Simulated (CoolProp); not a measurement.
Properties of cyclohexane along the isotherm 620 K.

The numbers come from the reference Helmholtz-energy equation of state, Zhou 2014 in CoolProp.

```json
[
 {"p (kPa)": "227", "phase": "gas", "Z": "0.9867", "cp (kJ/(kg K))": "2.761", "cv (kJ/(kg K))": "2.657", "isothermal compressibility (1/MPa)": "4.465", "viscosity (µPa s)": "13.6", "fugacity coefficient": "0.9869"},
 {"p (kPa)": "453", "phase": "gas", "Z": "0.9734", "cp (kJ/(kg K))": "2.771", "cv (kJ/(kg K))": "2.660", "isothermal compressibility (1/MPa)": "2.269", "viscosity (µPa s)": "13.7", "fugacity coefficient": "0.9739"},
 {"p (kPa)": "680", "phase": "gas", "Z": "0.9597", "cp (kJ/(kg K))": "2.781", "cv (kJ/(kg K))": "2.663", "isothermal compressibility (1/MPa)": "1.534", "viscosity (µPa s)": "13.8", "fugacity coefficient": "0.9609"},
 {"p (kPa)": "907", "phase": "gas", "Z": "0.9458", "cp (kJ/(kg K))": "2.792", "cv (kJ/(kg K))": "2.666", "isothermal compressibility (1/MPa)": "1.168", "viscosity (µPa s)": "13.9", "fugacity coefficient": "0.9480"},
 {"p (kPa)": "1130", "phase": "gas", "Z": "0.9319", "cp (kJ/(kg K))": "2.804", "cv (kJ/(kg K))": "2.670", "isothermal compressibility (1/MPa)": "0.9522", "viscosity (µPa s)": "14.0", "fugacity coefficient": "0.9354"},
 {"p (kPa)": "1360", "phase": "gas", "Z": "0.9174", "cp (kJ/(kg K))": "2.817", "cv (kJ/(kg K))": "2.673", "isothermal compressibility (1/MPa)": "0.8047", "viscosity (µPa s)": "14.1", "fugacity coefficient": "0.9225"},
 {"p (kPa)": "1590", "phase": "gas", "Z": "0.9027", "cp (kJ/(kg K))": "2.831", "cv (kJ/(kg K))": "2.677", "isothermal compressibility (1/MPa)": "0.7007", "viscosity (µPa s)": "14.3", "fugacity coefficient": "0.9097"},
 {"p (kPa)": "1810", "phase": "gas", "Z": "0.8883", "cp (kJ/(kg K))": "2.845", "cv (kJ/(kg K))": "2.681", "isothermal compressibility (1/MPa)": "0.6266", "viscosity (µPa s)": "14.5", "fugacity coefficient": "0.8975"},
 {"p (kPa)": "2040", "phase": "gas", "Z": "0.8730", "cp (kJ/(kg K))": "2.862", "cv (kJ/(kg K))": "2.685", "isothermal compressibility (1/MPa)": "0.5670", "viscosity (µPa s)": "14.6", "fugacity coefficient": "0.8848"}
]
```

Viscosity comes from a separate model (Tariq 2014).
